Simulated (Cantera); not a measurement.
A closed system holds: 1 mol SiH₄, 0.023 mol Cl₂, 180 mol H₂, held at 750 Torr.

Equilibrium computed with Cantera from the NASA thermochemical tables; the gas is ideal and each condensed phase is pure. Candidate condensed phases: Si; 19 gas species. Rates play no part.

### Question
At 1500 K, list the 3 most abundant gas species with their mole fractions, and the condensed phases.

### Answer
H₂ 1.000, HCl 0.000252, H 1.76e-5. Condensed: Si(s).
